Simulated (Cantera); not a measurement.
## Diamond growth

A diamond (100) surface in a fixed gas of H2 with x(CH4) = 0.0084, x(CH3) = 0.00015, at 1250 K, 18.0 Torr; coverages are run to steady state.

Detailed kinetics in Cantera: the Harris–Goodwin 1993 mechanism for the reconstructed diamond (100) surface.

```json
[
 {"x(H)": "0.0001", "growth (µm/h)": "0.0263", "θ c6HH": "0.637", "θ c6H*": "0.0282", "θ c6*H": "0.329", "θ c6**": "0.00453", "θ c6HM": "0.000201"},
 {"x(H)": "0.00022", "growth (µm/h)": "0.0808", "θ c6HH": "0.540", "θ c6H*": "0.0353", "θ c6*H": "0.412", "θ c6**": "0.0102", "θ c6HM": "0.000274"},
 {"x(H)": "0.0005", "growth (µm/h)": "0.181", "θ c6HH": "0.474", "θ c6H*": "0.0399", "θ c6*H": "0.465", "θ c6**": "0.0184", "θ c6HM": "0.000347"},
 {"x(H)": "0.0011", "growth (µm/h)": "0.305", "θ c6HH": "0.439", "θ c6H*": "0.0421", "θ c6*H": "0.491", "θ c6**": "0.0263", "θ c6HM": "0.000404"},
 {"x(H)": "0.0025", "growth (µm/h)": "0.458", "θ c6HH": "0.420", "θ c6H*": "0.0432", "θ c6*H": "0.503", "θ c6**": "0.0324", "θ c6HM": "0.000438"},
 {"x(H)": "0.0057", "growth (µm/h)": "0.676", "θ c6HH": "0.411", "θ c6H*": "0.0436", "θ c6*H": "0.508", "θ c6**": "0.0359", "θ c6HM": "0.000442"},
 {"x(H)": "0.013", "growth (µm/h)": "1.05", "θ c6HH": "0.407", "θ c6H*": "0.0439", "θ c6*H": "0.510", "θ c6**": "0.0377", "θ c6HM": "0.000412"},
 {"x(H)": "0.028", "growth (µm/h)": "1.61", "θ c6HH": "0.406", "θ c6H*": "0.0440", "θ c6*H": "0.511", "θ c6**": "0.0385", "θ c6HM": "0.000350"},
 {"x(H)": "0.064", "growth (µm/h)": "2.42", "θ c6HH": "0.405", "θ c6H*": "0.0442", "θ c6*H": "0.512", "θ c6**": "0.0390", "θ c6HM": "0.000255"}
]
```
θ: site fractions in the mechanism's names (c6HH fully hydrogenated, c6H* and c6*H radical sites, c6** diradical, c6HM methylated).
